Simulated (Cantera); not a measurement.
An isothermal plug-flow reactor at 573 K and 0.620 bar (inlet), inlet velocity 3.5 m/s, active area per volume 4200 1/m; feed H₂ : O₂ : N₂ : H₂O = 0.0044 : 0.051 : 0.79 : 0.076 (molar parts), equivalence ratio 0.043.

Computed with Cantera and Deutschmann's 1995 Pt surface mechanism with GRI-Mech 3.0 gas chemistry. Catalytic surfaces can have several steady states; this one follows from the mechanism file's or the stated starting coverage. Mass transfer to the wall is taken as infinitely fast.

One state of this run: x H₂ = 4.46e-5; x O₂ = 0.0531; x H₂O = 0.0874; θ free Pt = 0.00160; θ O* = 0.993; θ OH* = 0.00519. x: gas mole fraction; θ: surface coverage.

Problem. Which value of z (m) does it belong to?
A. 0.034
B. 0.0016
C. 0.02
D. 0.00095

Solution. C, 0.02
